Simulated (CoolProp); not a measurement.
Vapour-liquid equilibrium of hydrogen sulfide (1) + n-butane (2) at 1.83 MPa; x and y are mole fractions of (1).

Model: multi-fluid Helmholtz-energy mixture model, Lemmon 2006 and Bücker 2006; pair parameters Kunz 2012, in CoolProp.

```json
[
 {"x": "0.05", "bubble temperature, mixture model (°C)": "98.1", "bubble temperature, Raoult's law (°C)": "98.0", "y, mixture model": "0.177", "y, Raoult's law": "0.238"},
 {"x": "0.125", "bubble temperature, mixture model (°C)": "82.1", "bubble temperature, Raoult's law (°C)": "84.4", "y, mixture model": "(withheld)", "y, Raoult's law": "0.469"},
 {"x": "0.2", "bubble temperature, mixture model (°C)": "68.5", "bubble temperature, Raoult's law (°C)": "73.5", "y, mixture model": "0.574", "y, Raoult's law": "0.617"},
 {"x": "0.275", "bubble temperature, mixture model (°C)": "57.9", "bubble temperature, Raoult's law (°C)": "64.7", "y, mixture model": "0.684", "y, Raoult's law": "0.717"},
 {"x": "0.35", "bubble temperature, mixture model (°C)": "49.8", "bubble temperature, Raoult's law (°C)": "57.2", "y, mixture model": "0.757", "y, Raoult's law": "0.788"},
 {"x": "0.425", "bubble temperature, mixture model (°C)": "(withheld)", "bubble temperature, Raoult's law (°C)": "50.9", "y, mixture model": "0.807", "y, Raoult's law": "0.841"},
 {"x": "0.5", "bubble temperature, mixture model (°C)": "38.8", "bubble temperature, Raoult's law (°C)": "45.4", "y, mixture model": "0.843", "y, Raoult's law": "0.880"},
 {"x": "0.575", "bubble temperature, mixture model (°C)": "34.9", "bubble temperature, Raoult's law (°C)": "40.6", "y, mixture model": "0.871", "y, Raoult's law": "0.911"},
 {"x": "0.65", "bubble temperature, mixture model (°C)": "(withheld)", "bubble temperature, Raoult's law (°C)": "36.3", "y, mixture model": "(withheld)", "y, Raoult's law": "0.935"},
 {"x": "0.725", "bubble temperature, mixture model (°C)": "29.0", "bubble temperature, Raoult's law (°C)": "32.4", "y, mixture model": "0.915", "y, Raoult's law": "0.954"},
 {"x": "0.8", "bubble temperature, mixture model (°C)": "26.7", "bubble temperature, Raoult's law (°C)": "28.9", "y, mixture model": "0.935", "y, Raoult's law": "0.970"},
 {"x": "0.875", "bubble temperature, mixture model (°C)": "24.5", "bubble temperature, Raoult's law (°C)": "25.8", "y, mixture model": "0.956", "y, Raoult's law": "0.983"},
 {"x": "0.95", "bubble temperature, mixture model (°C)": "22.4", "bubble temperature, Raoult's law (°C)": "22.9", "y, mixture model": "0.980", "y, Raoult's law": "0.994"}
]
```

Question: Complete the blanks.

Answer: 
- 0.125, y, mixture model: 0.407
- 0.425, bubble temperature, mixture model (°C): 43.6
- 0.65, bubble temperature, mixture model (°C): 31.7
- 0.65, y, mixture model: 0.895

The largest gap from Raoult's law is -7.4 K in bubble temperature, at x = 0.35. No azeotrope shows between x = 0.05 and 0.95.

The pair parameters rest on a limited set of measurements; away from them the model extrapolates.
